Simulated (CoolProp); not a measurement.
Computed with CoolProp (reference Helmholtz-energy equation of state, Lemmon 2022).

**Question.** For R1234yf, give the phase and the viscosity (µPa s) at -106.85 °C and 0.116 MPa; 88.65 °C and 0.0863 MPa.

**Answer.** 
- -106.85 °C and 0.116 MPa: liquid; viscosity 1250
- 88.65 °C and 0.0863 MPa: gas; viscosity 15.0

Viscosity comes from a separate model (Bell 2016), an estimate that may be off by 10 % or more.
